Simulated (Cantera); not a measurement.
## Equilibrium for silicon oxide and oxynitride deposition: Si2H6 + O2 + H2

Feed: 1 mol Si2H6, 8.3 mol O2, 4.5 mol H2, held at 99.0 Pa.

Method: chemical equilibrium by Gibbs-energy minimisation in Cantera with the NASA 1993 tables (ideal gas, pure condensed phases). Candidate condensed phases: H2O, Si, SiO2; 18 gas species. The feed counts by its element totals alone. The tables hold silica as quartz up to 1696 K and as liquid above; real silica turns to tridymite and cristobalite and melts near 1996 K. Equilibrium is a limit: real reactors are often held back by kinetics, nucleation or transport.

```csv
T (K),x H2O,x O2,x OH,x H2,n SiO2(α-quartz),n SiO2(β-quartz)
775,0.746,0.254,6.42e-9,<1e-12,2.00,0
850,0.746,0.254,5.91e-8,2.16e-11,0,2.00
925,0.746,0.254,3.81e-7,3.68e-10,0,2.00
1000,0.746,0.254,1.86e-6,4.11e-9,0,2.00
1075,0.746,0.254,7.26e-6,3.30e-8,0,2.00
1150,0.746,0.254,2.38e-5,2.02e-7,0,2.00
1225,0.746,0.254,6.74e-5,9.96e-7,0,2.00
1300,0.746,0.254,0.000169,4.09e-6,0,2.00
1375,0.746,0.254,0.000385,1.44e-5,0,2.00
1450,0.746,0.253,0.000805,4.46e-5,0,2.00
1525,0.745,0.253,0.00156,0.000124,0,2.00
1600,0.744,0.253,0.00285,0.000312,0,2.00
1675,0.742,0.252,0.00492,0.000724,0,2.00
```
x: gas mole fraction; n: condensed amount in mol.

At 775 K the condensed part is SiO2(α-quartz). From 850 K to 1675 K the condensed part is SiO2(β-quartz).
